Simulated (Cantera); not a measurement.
A perfectly stirred reactor is fed with 40.3 % H2, 12.6 % O2, 47.1 % N2, at 610000 Pa; it is adiabatic with a 450 K inlet, and is followed from long to short residence time, starting on the burning branch (τ in s: 0.24, 0.083, 0.03, 0.01, 0.0037, 0.0013, 0.00047, 0.00017, 5.9e-05, 2.1e-05).

Cantera simulation using GRI-Mech 3.0 (53 species, 325 reactions); the numbers are that mechanism's predictions, not measurements. The hydrogen kinetics of GRI-Mech 3.0 are dated; newer H2 mechanisms differ, most at raised pressure.

One state of this run: T (K) = 2330; x H2 = 0.172; x O2 = 2.07e-5; x HO2 = 1.65e-8; x OH = 0.000627; x H2O2 = 9.61e-9. x: mole fraction; the columns are a selection and need not sum to one.

Question: Which value of τ (s) does it belong to?
A. 0.00017
B. 0.030
C. 0.0037
D. 0.24

Answer: B, 0.030
